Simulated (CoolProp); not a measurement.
Methane at several states: Z from the reference equation and from simpler models built on Tc = 190.6 K, pc = 4599 kPa, ω = 0.011; each cubic takes its own stable root.

Values from CoolProp's reference Helmholtz-energy equation of state, Setzmann 1991.

```
T (K)  p (kPa)          phase  reference  Redlich-Kwong  Soave-Redlich-Kwong
-----  -------  -------------  ---------  -------------  -------------------
390.6     11.5            gas     0.9999         0.9999               0.9999
423      15100  supercritical     0.9851         0.9779                1.003
103.9      309         liquid    0.01323        0.01303              0.01323
180.8     4630         liquid     0.1717         0.1915               0.1918
324       6050  supercritical     0.9310         0.9279               0.9375
481.5    12000  supercritical      1.006         0.9974                1.018
```
